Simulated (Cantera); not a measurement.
A Cantera script and its output.

```python
import numpy as np
import cantera as ct

gas = ct.Solution("gri30.yaml")
gas.TPX = 1900, 100000, {'CH4': 1, 'H2O': 1.6, 'H2': 0.054}
reactor = ct.IdealGasConstPressureReactor(gas, energy="off", clone=False)
net = ct.ReactorNet([reactor])
net.rtol, net.atol = 1e-08, 1e-18
show = ['CH4', 'H2O', 'H2', 'C2H4', 'C2H6', 'CH2']
times = np.geomspace(1e-05, 100, 13)

steps = ct.SolutionArray(gas, extra=["t"])
rows = []
print(f"{'t/s':>10s}{'T/K':>9s}{'P/Pa':>11s}" + "".join(f"{s:>11s}" for s in show))
for t in times:
    while net.time < t:
        t_next = net.step()
        steps.append(gas.state, t=t_next)
    rows.append([np.interp(t, steps.t, y) for y in (steps.T, steps.P, *steps(*show).X.T)])
    print(f"{t:10.3e}{rows[-1][0]:9.1f}{rows[-1][1]:11.4g}" + "".join(f"{x:11.3e}" for x in rows[-1][2:]))
rate = np.gradient(steps.T, steps.t)
print("integrator steps:", len(steps.t))
if steps.T.max() > steps.T[0] + 200:
    print(f"time of steepest temperature rise: {steps.t[rate.argmax()]:.4e} s")
gas.TPX = 1900, 100000, {'CH4': 1, 'H2O': 1.6, 'H2': 0.054}
gas.equilibrate("TP")
print(f"equilibrium (TP): T = {gas.T:.1f} K  " + "  ".join(f"{s} {gas[s].X[0]:.3e}" for s in show))
```

Result:

```
       t/s      T/K       P/Pa        CH4        H2O         H2       C2H4       C2H6        CH2
 1.000e-05   1900.0      1e+05  3.717e-01  6.016e-01  2.274e-02  2.294e-04  2.286e-04  1.692e-06
 3.831e-05   1900.0      1e+05  3.470e-01  5.954e-01  4.089e-02  5.908e-03  1.973e-03  7.649e-06
 1.468e-04   1900.0      1e+05  2.424e-01  5.511e-01  1.506e-01  1.666e-02  1.354e-03  7.435e-06
 5.623e-04   1900.0      1e+05  1.216e-01  4.839e-01  2.969e-01  3.463e-03  2.814e-04  4.255e-06
 2.154e-03   1900.0      1e+05  4.672e-02  4.267e-01  3.978e-01  9.310e-04  4.194e-05  2.505e-06
 8.254e-03   1900.0      1e+05  2.300e-02  3.509e-01  4.742e-01  6.000e-04  9.594e-06  1.463e-06
 3.162e-02   1900.0      1e+05  1.521e-02  2.448e-01  5.605e-01  3.561e-04  3.367e-06  6.791e-07
 1.212e-01   1900.0      1e+05  6.882e-03  1.561e-01  6.327e-01  1.029e-04  5.907e-07  2.119e-07
 4.642e-01   1900.0      1e+05  1.040e-03  1.221e-01  6.622e-01  3.272e-06  1.284e-08  2.497e-08
 1.778e+00   1900.0      1e+05  3.236e-07  1.200e-01  6.645e-01  1.299e-12  1.426e-15  7.450e-12
 6.813e+00   1900.0      1e+05  4.119e-08  1.200e-01  6.645e-01  6.783e-14  3.176e-17  9.600e-13
 2.610e+01   1900.0      1e+05  4.119e-08  1.200e-01  6.645e-01  6.783e-14  3.176e-17  9.600e-13
 1.000e+02   1900.0      1e+05  4.119e-08  1.200e-01  6.645e-01  6.783e-14  3.176e-17  9.600e-13
integrator steps: 2086
equilibrium (TP): T = 1900.0 K  CH4 4.957e-08  H2O 1.200e-01  H2 6.645e-01  C2H4 8.214e-14  C2H6 4.302e-17  CH2 1.154e-12
```

Model: GRI-Mech 3.0 (53 species, 325 reactions), integrated in Cantera.
